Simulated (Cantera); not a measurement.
A Cantera script and what it prints.

```python
import numpy as np
import cantera as ct

gas_names = [...]  # 113 gases of nasa_gas.yaml made of C, Cu, H, O
cond_names = """
    C(gr) C6H6(L) C7H8(L) C8H18(L),n-octa Cu(cr) Cu(L) CuO(s) CuO2H2(s) Cu2O(s) Cu2O(L) H2O(s) H2O(L)
""".split()


# ... load() reads the species with a 1 bar reference pressure and builds the phases ...
atoms = {
    'Cu2O': {'Cu': 2, 'O': 1},
    'CO': {'C': 1, 'O': 1},
    'H2': {'H': 2},
    'CH4': {'C': 1, 'H': 4},
}
top_T = {'C(gr)': 4500, 'CuO(s)': 1390}  # K; cautious upper limits of use, not melting points


# ... equilibrate(T, P, feed) seeds the gas with the atoms and calls Mixture.equilibrate('TP', solver="vcs", rtol=1e-11, max_steps=5000) ...
results = []
feed = {'Cu2O': 1, 'CO': 5.4, 'H2': 3.6, 'CH4': 5.4}  # mol
T = 1398  # K
for P in [10, 42, 180, 750, 3200, 13000, 56000, 240000, 1000000]:
    mix = equilibrate(T, P, feed)
    results.append((T, P, feed, dict(zip(mix.species_names, mix.species_moles))))

top = {s: max(r[3][s] / sum(r[3][g] for g in gas_names) for r in results) for s in gas_names}
cols = sorted((s for s in top if top[s] > 0.0001), key=lambda s: -top[s])[:7]
seen = [c for c in cond_names if any(r[3].get(c, 0) > 1e-12 for r in results)]
print("log10 of partial pressures in bar; condensed amounts in mol")
print(f"{'P/Pa':>10s}" + "".join(f"{s[:9]:>10s}" for s in cols + seen))
for T, P, feed, n in results:
    ng = sum(n[g] for g in gas_names)
    print(f"{P:10.4g}" + "".join(f"{np.log10(max(n[s] / ng * P / 1e5, 1e-99)):10.3f}" for s in cols)
          + "".join(f"{n.get(c, 0):10.4g}" for c in seen))
```

It prints:

```
log10 of partial pressures in bar; condensed amounts in mol
      P/Pa        H2        CO       CH4        Cu       H2O       CO2         H     C(gr)     Cu(L)
        10    -4.166    -4.518   -10.691    -5.887   -11.105   -11.792    -7.408       4.4     1.726
        42    -3.538    -3.890    -9.436    -5.887    -9.850   -10.537    -7.094       4.4     1.936
       180    -2.905    -3.257    -8.169    -5.887    -8.583    -9.271    -6.777       4.4     1.985
       750    -2.285    -2.637    -6.929    -5.887    -7.343    -8.030    -6.467       4.4     1.996
      3200    -1.655    -2.007    -5.669    -5.887    -6.083    -6.770    -6.152     4.399     1.999
   1.3e+04    -1.046    -1.398    -4.452    -5.887    -4.866    -5.553    -5.848     4.397         2
   5.6e+04    -0.413    -0.764    -3.185    -5.887    -3.598    -4.284    -5.531     4.387         2
   2.4e+05     0.216    -0.132    -1.927    -5.887    -2.338    -3.021    -5.217     4.346         2
     1e+06     0.823     0.485    -0.713    -5.887    -1.113    -1.787    -4.913     4.197         2
```

These are equilibrium values from Cantera (NASA tables, ideal gas, pure condensed phases), not measurements of a reactor.
